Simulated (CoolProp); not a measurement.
A single-stage vapour-compression cycle with propylene: evaporating at 313.15 K (dew point), condensing at 338.15 K (bubble point), superheat 0 K, subcooling 5 K, compressor efficiency 0.6, no pressure losses. Each further row changes one setting.

Model: reference Helmholtz-energy equation of state, Lemmon 2013, in CoolProp.

```tsv
case	cooling COP	pressure ratio	discharge temperature (K)	refrigerating effect (kJ/kg)	volumetric capacity (kJ/m³)
as stated	6.07	1.69	349.7	244	8690
evaporating temperature 318.15 K	7.88	1.52	347.3	246	9950
condensing temperature 333.15 K	7.94	1.53	342.6	259	9250
subcooling 10 K	6.47	1.69	349.7	260	9270
superheat 10 K	6.09	1.69	359.7	265	8780
compressor efficiency 0.5	5.06	1.69	352.8	244	8690
```
